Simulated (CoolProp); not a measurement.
Nitrogen along the isotherm 103.9 K: Z from the reference equation and from simpler models built on Tc = 126.2 K, pc = 3396 kPa, ω = 0.037; each cubic takes its own stable root.

The numbers come from the reference Helmholtz-energy equation of state, Span 2000 in CoolProp.

| p (kPa) | phase | reference |
|---|---|---|
| 107 | gas | 0.9812 |
| 173 | gas | 0.9693 |
| 280 | gas | 0.9495 |
| 453 | gas | 0.9156 |
| 732 | gas | 0.8552 |
| 1180 | liquid | 0.05744 |
| 1910 | liquid | 0.09221 |
| 3090 | liquid | 0.1474 |
| 4980 | liquid | 0.2336 |
| 8050 | liquid | 0.3693 |
| 13000 | liquid | 0.5795 |
| 21000 | liquid | 0.9037 |
| 34000 | liquid | 1.403 |

**Question.** How far does each simpler model (van der Waals, Redlich-Kwong, Soave-Redlich-Kwong, Peng-Robinson) lie from the reference over these 13 states: mean and median of the absolute difference, and the worst?

**Answer.** 
- van der Waals: mean 121.1 %, median 34.7 %, worst +1293.5 % at 103.9 K and 1180 kPa
- Redlich-Kwong: mean 1.4 %, median 1.0 %, worst +4.4 % at 103.9 K and 1180 kPa
- Soave-Redlich-Kwong: mean 1.4 %, median 1.0 %, worst +4.4 % at 103.9 K and 1180 kPa
- Peng-Robinson: mean 6.3 %, median 8.2 %, worst -12.0 % at 103.9 K and 34000 kPa

At some of these states van der Waals gives the other phase, because its saturation line lies elsewhere.
